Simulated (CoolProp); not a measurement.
Octamethylcyclotetrasiloxane (D4) along the isotherm 620 K: density (kg/m³) from the reference equation and from simpler models built on Tc = 586.5 K, pc = 13.47 bar, ω = 0.598; each cubic takes its own stable root.

Computed with CoolProp (reference Helmholtz-energy equation of state, Thol 2015).

| p (bar) | phase | reference |
|---|---|---|
| 5.61 | gas | 37.01 |
| 11.2 | gas | 89.55 |
| 16.8 | supercritical | 185.2 |
| 22.5 | supercritical | 362.0 |
| 28.1 | supercritical | 444.3 |
| 33.7 | supercritical | 483.4 |
| 39.3 | supercritical | 508.8 |
| 44.9 | supercritical | 527.7 |
| 50.5 | supercritical | 542.8 |
| 56.1 | supercritical | 555.4 |
| 61.7 | supercritical | 566.3 |
| 67.4 | supercritical | 576.0 |

Question: How far does each simpler model (ideal gas, van der Waals, Redlich-Kwong, Peng-Robinson) lie from the reference over these 12 states: mean and median of the absolute difference, and the worst?

Answer: 
- ideal gas: mean 45.1 %, median 47.1 %, worst -64.2 % at 620 K and 22.5 bar
- van der Waals: mean 18.3 %, median 23.2 %, worst +24.1 % at 620 K and 16.8 bar
- Redlich-Kwong: mean 5.8 %, median 6.2 %, worst +13.2 % at 620 K and 16.8 bar
- Peng-Robinson: mean 2.9 %, median 1.7 %, worst -8.9 % at 620 K and 22.5 bar
